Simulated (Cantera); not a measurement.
Feed: 1 mol SiH₄, 0.71 mol NH₃, 28 mol N₂, at 725 K and 10.0 mbar.

Method: chemical equilibrium by Gibbs-energy minimisation in Cantera with the NASA 1993 tables (ideal gas, pure condensed phases). Candidate condensed phases: Si, Si₃N₄; 18 gas species. Kinetics and transport are ignored.

Base state: N₂ 0.900, H₂ 0.0997 (mole fractions); condensed: Si₃N₄(s).

### Question
What changes in the equilibrium state with this change: temperature from 725 K to 1898 K?

### Answer
```json
[
 {"species": "N₂", "before": "0.900", "after": "0.900"},
 {"species": "H₂", "before": "0.0997", "after": "0.0961"},
 {"species": "H", "before": "<1e-9", "after": "0.00242"},
 {"species": "Si", "before": "<1e-9", "after": "0.00123"},
 {"species": "Si₂N", "before": "<1e-9", "after": "5.69e-5"},
 {"species": "SiN", "before": "<1e-9", "after": "3.92e-5"},
 {"species": "SiH", "before": "<1e-9", "after": "3.32e-5"},
 {"species": "Si₃N₄(s), mol", "before": "0.333", "after": "0"},
 {"species": "Si(l), mol", "before": "0", "after": "0.954"}
]
```
The tables' values for SiN are old estimates; treat these amounts as uncertain.

### Question
What changes in the equilibrium state with this change: SiH₄ replaced by SiHCl₃?

### Answer
```json
[
 {"species": "N₂", "before": "0.900", "after": "0.910"},
 {"species": "HCl", "before": "0", "after": "0.0596"},
 {"species": "H₂", "before": "0.0997", "after": "0.0212"},
 {"species": "SiCl₄", "before": "0", "after": "0.00956"},
 {"species": "Si₃N₄(s), mol", "before": "0.333", "after": "0.236"}
]
```
Further candidate phases: NH₄Cl.
